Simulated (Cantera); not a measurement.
Input (Python, Cantera) and output of one run.

```python
import numpy as np
import cantera as ct

gas_names = """
    H HNO HNO2 HNO3 HO2 H2 H2O H2O2 H2S H2SO4 Mg MgH MgN MgO MgOH MgO2H2 MgS Mg2 N NH NH2 NH3 NH2OH NO
    NO2 NO3 N2 N2H2 N2H4 N2O O OH O2 O3 S SH SN SO SO2 SO3 S2 S2O S8
""".split()
cond_names = """
    H2O(s) H2O(L) H2SO4(L) Mg(cr) Mg(L) MgO(s) MgO(L) MgO2H2(s) MgS(s) MgSO4(s) MgSO4(L) S(cr1) S(cr2)
    S(L)
""".split()


# ... load() reads the species with a 1 bar reference pressure and builds the phases ...
atoms = {
    'MgO': {'Mg': 1, 'O': 1},
    'O2': {'O': 2},
    'N2': {'N': 2},
    'H2S': {'H': 2, 'S': 1},
}
top_T = {'MgS(s)': 2250}  # K; cautious upper limits of use, not melting points


# ... equilibrate(T, P, feed) seeds the gas with the atoms and calls Mixture.equilibrate('TP', solver="vcs", rtol=1e-11, max_steps=5000) ...
results = []
feed = {'MgO': 1, 'O2': 0.74, 'N2': 1.1, 'H2S': 3.8}  # mol
T = 1900  # K
P = 1000  # Pa
mix = equilibrate(T, P, feed)
results.append((T, P, feed, dict(zip(mix.species_names, mix.species_moles))))
print(gas.report(threshold=0.0001))
for i in range(1, mix.n_phases):
    print(f"{mix.phase(i).name:16s} {mix.phase_moles(i):12.5e} mol")
```

It prints:

```
       temperature   1900 K
          pressure   1000 Pa
           density   0.0016806 kg/m^3
  mean mol. weight   26.55 kg/kmol
   phase of matter   gas

                          1 kg             1 kmol
                     ---------------   ---------------
          enthalpy        1.8364e+06        4.8755e+07  J
   internal energy        1.2414e+06        3.2958e+07  J
           entropy             11059        2.9361e+05  J/K
    Gibbs function       -1.9175e+07        -5.091e+08  J
 heat capacity c_p            1466.6             38939  J/K
 heat capacity c_v            1153.5             30624  J/K

                      mass frac. Y      mole frac. X     chem. pot. / RT
                     ---------------   ---------------   ---------------
                 H        0.00018291         0.0048178           -12.461
                H2          0.027988           0.36858           -24.922
               H2O           0.10463            0.1542            -49.03
               H2S             0.018          0.014025           -39.768
                Mg         0.0007369        0.00080496            -22.82
                N2           0.16726           0.15852           -33.216
                OH        0.00010606        0.00016556            -36.57
                 S         0.0093274         0.0077242           -14.846
                SH          0.020698          0.016618           -27.307
                SO          0.036819           0.02034           -38.955
               SO2          0.046752          0.019377           -63.064
                S2           0.56523           0.23404           -29.692
               S2O          0.002085        0.00069092           -53.801
     [  +30 minor]        0.00018509        9.5102e-05

Mg(L)             0.00000e+00 mol
MgO(s)            9.93810e-01 mol
MgS(s)            0.00000e+00 mol
MgSO4(L)          0.00000e+00 mol
S(L)              0.00000e+00 mol
```

Method: chemical equilibrium by Gibbs-energy minimisation in Cantera with the NASA 1993 tables (ideal gas, pure condensed phases).
